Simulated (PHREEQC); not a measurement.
0.013 g of hydrous ferric oxide (600 m²/g; 0.2 weak and 0.005 strong sites per Fe, Dzombak-Morel constants, diffuse double layer) in 1 kg of water with 0.3 mol/kgw of an inert sodium salt and 1.9e-07 mol CuSO4, at 25 °C; the pH is set by adding NaOH or the inert anion's acid. Oxygen is held at 0.21 atm. No CO2 enters from the air. Nothing may precipitate in this run.

Base run: PHREEQC, ion-association model, wateq4f.dat. Each further column changes one thing. The table gives Cu sorbed (%).

| pH | base | no electrostatic term (-no_edl) | background salt from 0.3 to 0.03 mol/kgw | oxide from 0.013 to 0.065 g/kgw | 3.4e-05 mol/kgw NaF added |
|---|---|---|---|---|---|
| 4 | 0.1 | 0.1 | 0.1 | 0.5 | 0.1 |
| 5 | 6.8 | 9.0 | 7.7 | (withheld) | 6.9 |
| 5.5 | 35.3 | 47.8 | (withheld) | (withheld) | 35.7 |
| 6 | 78.9 | (withheld) | 79.9 | 95.5 | 79.2 |
| 7 | 99.2 | 99.7 | 99.1 | 99.9 | 99.2 |
| 8 | 99.5 | 99.5 | 99.4 | 99.9 | 99.5 |
| 8.5 | 99.3 | (withheld) | 99.3 | 99.9 | 99.3 |
| 9 | 98.9 | 93.2 | 99.2 | (withheld) | 98.9 |
| 10 | 97.0 | 21.2 | (withheld) | 99.5 | 97.0 |

Fill in the missing entries.


- 5, oxide from 0.013 to 0.065 g/kgw: 26.8
- 5.5, background salt from 0.3 to 0.03 mol/kgw: 37.0
- 5.5, oxide from 0.013 to 0.065 g/kgw: 74.0
- 6, no electrostatic term (-no_edl): 89.0
- 8.5, no electrostatic term (-no_edl): 98.5
- 9, oxide from 0.013 to 0.065 g/kgw: 99.8
- 10, background salt from 0.3 to 0.03 mol/kgw: 98.7

The database's constant for dissolved Cu(OH)2 is higher than later reviews accept.
